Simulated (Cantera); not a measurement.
Input: 1 mol C₆H₆, 0.016 mol O₂, 5.9 mol N₂, 0.039 mol H₂O, held at 2.70 mbar.

Equilibrium computed with Cantera from the NASA thermochemical tables; the gas is ideal and each condensed phase is pure. Candidate condensed phases: C, C₆H₆, C₇H₈, C₈H₁₈, H₂O; 136 gas species. Equilibrium is a limit: real reactors are often held back by kinetics, nucleation or transport. All values below are at 2525 °C.

Base state: N₂ 0.496, H 0.380, H₂ 0.0591, HCN 0.0236, CN 0.0127, C₃ 0.0114, CO 0.00621, HNC 0.00374 (mole fractions); condensed: C(graphite).

Q: What changes in the equilibrium state with this change: N₂ from 5.9 to 0.83 mol?

A: 
| species | before | after |
|---|---|---|
| H | 0.380 | 0.642 |
| H₂ | 0.0591 | 0.169 |
| N₂ | 0.496 | 0.124 |
| CN | 0.0127 | 0.00636 |
| CO | 0.00621 | 0.0119 |
| HCN | 0.0236 | 0.0199 |
| C₃ | 0.0114 | 0.0114 |
| C₂N₂ | 0.000190 | 4.76e-5 |
| C₂H₂ (acetylene) | 0.00196 | 0.00559 |
| C₄H₂ | 2.70e-5 | 7.71e-5 |
| C₂H₂ (vinylidene) | 3.74e-6 | 1.07e-5 |
| CNC | 1.52e-5 | 7.60e-6 |
| C(graphite), mol | 4.93 | 5.42 |
